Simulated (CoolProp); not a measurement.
Vapour-liquid equilibrium of CHF3 (R23) (1) + R227EA (2) at -50.35 °C; x and y are mole fractions of (1).

The numbers come from the multi-fluid Helmholtz-energy mixture model, Penoncello 2003 and Lemmon 2016; pair parameters Bell 2016 in CoolProp.

```json
[
 {"x": "0.05", "bubble pressure, mixture model (MPa)": "0.04186", "bubble pressure, Raoult's law (MPa)": "0.04043", "y, mixture model": "0.591", "y, Raoult's law": "0.584"},
 {"x": "0.15", "bubble pressure, mixture model (MPa)": "0.09359", "bubble pressure, Raoult's law (MPa)": "0.08587", "y, mixture model": "0.832", "y, Raoult's law": "0.825"},
 {"x": "0.25", "bubble pressure, mixture model (MPa)": "0.1462", "bubble pressure, Raoult's law (MPa)": "0.1313", "y, mixture model": "0.902", "y, Raoult's law": "0.899"},
 {"x": "0.35", "bubble pressure, mixture model (MPa)": "0.1964", "bubble pressure, Raoult's law (MPa)": "0.1768", "y, mixture model": "0.934", "y, Raoult's law": "0.935"},
 {"x": "0.45", "bubble pressure, mixture model (MPa)": "0.2427", "bubble pressure, Raoult's law (MPa)": "0.2222", "y, mixture model": "0.953", "y, Raoult's law": "0.956"},
 {"x": "0.55", "bubble pressure, mixture model (MPa)": "0.2851", "bubble pressure, Raoult's law (MPa)": "0.2676", "y, mixture model": "0.965", "y, Raoult's law": "0.970"},
 {"x": "0.65", "bubble pressure, mixture model (MPa)": "0.3249", "bubble pressure, Raoult's law (MPa)": "0.3131", "y, mixture model": "0.974", "y, Raoult's law": "0.980"},
 {"x": "0.75", "bubble pressure, mixture model (MPa)": "0.3638", "bubble pressure, Raoult's law (MPa)": "0.3585", "y, mixture model": "0.982", "y, Raoult's law": "0.988"},
 {"x": "0.85", "bubble pressure, mixture model (MPa)": "0.4041", "bubble pressure, Raoult's law (MPa)": "0.4040", "y, mixture model": "0.989", "y, Raoult's law": "0.993"},
 {"x": "0.95", "bubble pressure, mixture model (MPa)": "0.4481", "bubble pressure, Raoult's law (MPa)": "0.4494", "y, mixture model": "0.996", "y, Raoult's law": "0.998"}
]
```

The largest gap from Raoult's law is +11.3 % in bubble pressure, at x = 0.25. No azeotrope shows between x = 0.05 and 0.95.

Pair parameters are fitted to limited data, so mixtures are less certain than the pure fluids.
